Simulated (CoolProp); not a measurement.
A single-stage vapour-compression cycle with the fluid: evaporating at 328.15 K (dew point), condensing at 386.15 K (bubble point), superheat 2 K, subcooling 2 K, compressor efficiency 0.65, no pressure losses. The same conditions are run with several fluids, on thermodynamics alone (safety and materials aside).

Computed with CoolProp (reference Helmholtz-energy equation of state of each fluid (n-pentane: Thol 2019; n-butane: Bücker 2006; R113: Marx 1992; R21: Platzer 1990; R142b: Lemmon 2006; R245ca: Zhou 2016)). The equations of Platzer and Polt are older, rougher fits.

Q: Rank n-pentane, n-butane, R113, R21, R142b, R245ca by cooling COP, highest first.

A: R21 (2.88), R113 (2.73), n-pentane (2.59), R245ca (2.51), n-butane (2.30), R142b (2.27)

| fluid | pressure ratio | discharge temperature (K) | refrigerating effect (kJ/kg) | volumetric capacity (kJ/m³) |
|---|---|---|---|---|
| n-pentane | 4.24 | 386.1 | 198 | 1030 |
| n-butane | 3.46 | 388.4 | 170 | 2340 |
| R113 | 4.55 | 386.2 | 88.2 | 814 |
| R21 | 3.78 | 423.4 | 149 | 2810 |
| R142b | 3.42 | 398.9 | 94.4 | 3190 |
| R245ca | 4.40 | 386.1 | 104 | 1560 |

The compression ends wet for: n-pentane; R113; R245ca.
